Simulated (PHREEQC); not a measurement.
Make-up at 25 °C: 0.096 mol/kgw H2SO4 and 0.043 mol/kgw MnSO4. It is in equilibrium with CO2 at log p = 0 (atm). Otherwise closed; pH follows from the charge balance.

All values are PHREEQC results (ion-association model, phreeqc.dat), not measurements.

This is a speciation only: nothing precipitates in the calculation.

What pH does the model give?

pH 1.10.

In which forms is S present?

HSO4- 67 %, SO4-2 23 %, MnSO4 10 % of the S.
